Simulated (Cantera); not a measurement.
Feed: 1 mol AlN, 1.9 mol H2O, 85 mol H2, 6 mol O2, at 1650 K and 0.000930 bar.

Equilibrium computed with Cantera from the NASA thermochemical tables; the gas is ideal and each condensed phase is pure. Candidate condensed phases: Al, AlN, Al2O3, H2O; 35 gas species. Rates play no part.

Base state: H2 0.850, H2O 0.142, N2 0.00571, H 0.00275, OH 2.07e-5 (mole fractions); condensed: Al2O3(s).

Problem. What changes in the equilibrium state with this change: temperature from 1650 K to 900 K?

Solution. 
| species | before | after |
|---|---|---|
| H2 | 0.850 | 0.852 |
| H2O | 0.142 | 0.142 |
| N2 | 0.00571 | 0.00572 |
| H | 0.00275 | 3.54e-9 |
| OH | 2.07e-5 | <1e-9 |
| Al2O3(s), mol | 0.500 | 0.500 |
